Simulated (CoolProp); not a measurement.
The fluid at 322.53 K and 0.446 MPa is throttled through a valve to 0.145 MPa with no heat exchange. The same conditions are run with several fluids, on thermodynamics alone (safety and materials aside).

The numbers come from the reference Helmholtz-energy equation of state of each fluid (R141b: Lemmon 2006; decamethylcyclopentasiloxane (D5): Thol 2019; the fluoroketone C6F12O (FK-5-1-12): McLinden 2015; benzene: Thol 2012; R365MFC: Lemmon 2016) in CoolProp.

```tsv
fluid	temperature change (K)	final phase	final density (kg/m³)
R141b	-6.7	___	___
decamethylcyclopentasiloxane (D5)	+0.1	liquid	___
the fluoroketone C6F12O (FK-5-1-12)	+0.1	liquid	___
benzene	+0.1	liquid	___
R365MFC	+0.1	liquid	___
```

Some entries are withheld; supply them.


- R141b, final phase: two-phase, vapour fraction 0.037
- R141b, final density (kg/m³): 160
- decamethylcyclopentasiloxane (D5), final density (kg/m³): 928
- the fluoroketone C6F12O (FK-5-1-12), final density (kg/m³): 1530
- benzene, final density (kg/m³): 847
- R365MFC, final density (kg/m³): 1200
